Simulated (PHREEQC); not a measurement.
0.024 g of hydrous ferric oxide (600 m²/g; 0.2 weak and 0.005 strong sites per Fe, Dzombak-Morel constants, diffuse double layer) in 1 kg of water with 0.001 mol/kgw of an inert sodium salt and 0.0023 mmol/kgw Ag2SO4, 0.0011 mmol/kgw H3BO3 and 0.0015 mmol/kgw NaH2PO4, at 25 °C; the pH is set by adding NaOH or the inert anion's acid. Oxygen alone is held at its pressure in air (log pO2 = -0.68). CO2 from the air is kept out. Precipitation was switched off in this run.

Base run: PHREEQC, ion-association model, wateq4f.dat. Each further column changes one thing. The table gives Ag sorbed (%).

```json
[
 {"pH": "3", "base": "0.0", "no electrostatic term (-no_edl)": "0.0", "background salt from 0.001 to 0.0001 mol/kgw": "0.0", "oxide from 0.024 to 0.12 g/kgw": "0.0", "1.5e-05 mol/kgw ZnCl2 added": "0.0"},
 {"pH": "3.67", "base": "0.0", "no electrostatic term (-no_edl)": "0.0", "background salt from 0.001 to 0.0001 mol/kgw": "0.0", "oxide from 0.024 to 0.12 g/kgw": "0.0", "1.5e-05 mol/kgw ZnCl2 added": "0.0"},
 {"pH": "4.33", "base": "0.0", "no electrostatic term (-no_edl)": "0.0", "background salt from 0.001 to 0.0001 mol/kgw": "0.0", "oxide from 0.024 to 0.12 g/kgw": "0.2", "1.5e-05 mol/kgw ZnCl2 added": "0.0"},
 {"pH": "5.67", "base": "0.8", "no electrostatic term (-no_edl)": "0.0", "background salt from 0.001 to 0.0001 mol/kgw": "0.9", "oxide from 0.024 to 0.12 g/kgw": "4.1", "1.5e-05 mol/kgw ZnCl2 added": "0.6"},
 {"pH": "6.33", "base": "3.4", "no electrostatic term (-no_edl)": "0.5", "background salt from 0.001 to 0.0001 mol/kgw": "3.5", "oxide from 0.024 to 0.12 g/kgw": "15.5", "1.5e-05 mol/kgw ZnCl2 added": "?"},
 {"pH": "7", "base": "10.9", "no electrostatic term (-no_edl)": "6.3", "background salt from 0.001 to 0.0001 mol/kgw": "11.0", "oxide from 0.024 to 0.12 g/kgw": "41.1", "1.5e-05 mol/kgw ZnCl2 added": "0.5"},
 {"pH": "7.67", "base": "21.3", "no electrostatic term (-no_edl)": "?", "background salt from 0.001 to 0.0001 mol/kgw": "21.5", "oxide from 0.024 to 0.12 g/kgw": "70.5", "1.5e-05 mol/kgw ZnCl2 added": "1.0"},
 {"pH": "8.33", "base": "29.5", "no electrostatic term (-no_edl)": "?", "background salt from 0.001 to 0.0001 mol/kgw": "29.6", "oxide from 0.024 to 0.12 g/kgw": "89.4", "1.5e-05 mol/kgw ZnCl2 added": "3.4"},
 {"pH": "9.67", "base": "62.7", "no electrostatic term (-no_edl)": "39.5", "background salt from 0.001 to 0.0001 mol/kgw": "63.1", "oxide from 0.024 to 0.12 g/kgw": "99.4", "1.5e-05 mol/kgw ZnCl2 added": "38.0"},
 {"pH": "10.33", "base": "85.7", "no electrostatic term (-no_edl)": "40.7", "background salt from 0.001 to 0.0001 mol/kgw": "85.9", "oxide from 0.024 to 0.12 g/kgw": "?", "1.5e-05 mol/kgw ZnCl2 added": "70.6"},
 {"pH": "11", "base": "95.8", "no electrostatic term (-no_edl)": "40.2", "background salt from 0.001 to 0.0001 mol/kgw": "95.9", "oxide from 0.024 to 0.12 g/kgw": "100.0", "1.5e-05 mol/kgw ZnCl2 added": "90.0"}
]
```

Question: Some entries are withheld; supply them.

Answer: 
- 6.33, 1.5e-05 mol/kgw ZnCl2 added: 0.7
- 7.67, no electrostatic term (-no_edl): 20.6
- 8.33, no electrostatic term (-no_edl): 29.4
- 10.33, oxide from 0.024 to 0.12 g/kgw: 99.9

H3PO4, which wateq4f.dat lacks, is added to it with the constant of phreeqc.dat. The database has no phosphate complexes of Ag. The oxide is taken as insoluble; below pH 4 it would dissolve. The database has no phosphate complexes of Zn, Ag.
